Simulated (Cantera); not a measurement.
Pb + CO + H2 (iron carbonyl, mercury and lead vapours)

Input: 1 mol Pb, a varied amount of CO, 33 mol H2, equilibrated at 427 °C and 1000 Pa.

Cantera equilibrium calculation (NASA polynomials, part measured and part estimated; ideal gas, pure solids and liquids). Candidate condensed phases: C, C6H6, C7H8, C8H18, H2O, Pb, PbO, PbO2, Pb3O4; 113 gas species. Equilibrium is a limit: real reactors are often held back by kinetics, nucleation or transport.

```csv
n(CO) (mol),log p H2,log p CH4,log p H2O,log p CO,log p CO2,n Pb(l)
0.085,-2.00,-4.59,-4.59,-6.74,-8.35,1.000
0.099,-2.00,-4.53,-4.53,-6.60,-8.15,1.000
0.11,-2.00,-4.48,-4.48,-6.51,-8.02,1.000
0.13,-2.00,-4.41,-4.41,-6.37,-7.80,1.000
0.15,-2.00,-4.35,-4.35,-6.24,-7.61,1.000
0.17,-2.00,-4.29,-4.29,-6.13,-7.45,1.000
0.2,-2.01,-4.22,-4.22,-5.99,-7.24,1.000
0.23,-2.01,-4.16,-4.16,-5.87,-7.05,1.000
0.27,-2.01,-4.09,-4.10,-5.73,-6.84,1.000
0.31,-2.01,-4.04,-4.04,-5.61,-6.66,1.000
0.36,-2.01,-3.97,-3.97,-5.48,-6.47,1.000
0.41,-2.01,-3.92,-3.92,-5.37,-6.30,1.000
0.47,-2.01,-3.86,-3.86,-5.25,-6.12,1.000
```
log p: log10 of the partial pressure in bar; n: condensed amount in mol.

From 0.085 mol CO to 0.47 mol CO the condensed part is Pb(l). The main Pb-bearing gas is Pb throughout.
